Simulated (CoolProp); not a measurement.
CHF3 (R23) along the isotherm 321.4 K: fugacity coefficient from the reference equation and from simpler models built on Tc = 299.3 K, pc = 48.32 bar, ω = 0.263; each cubic takes its own stable root.

The numbers come from the reference Helmholtz-energy equation of state, Penoncello 2003 in CoolProp.

```csv
p (bar),phase,reference
1.53,gas,0.9911
2.47,gas,0.9856
3.99,gas,0.9768
6.44,gas,0.9626
10.4,gas,0.9400
16.8,gas,0.9038
27.2,gas,0.8463
43.9,gas,0.7565
70.9,supercritical,0.6153
115,supercritical,0.4502
185,supercritical,0.3432
299,supercritical,0.2847
483,supercritical,0.2711
```

Problem. How far does each simpler model (Redlich-Kwong, Peng-Robinson) lie from the reference over these 13 states: mean and median of the absolute difference, and the worst?

Solution. 
- Redlich-Kwong: mean 3.0 %, median 0.3 %, worst +17.2 % at 321.4 K and 483 bar
- Peng-Robinson: mean 1.6 %, median 0.9 %, worst +6.3 % at 321.4 K and 483 bar
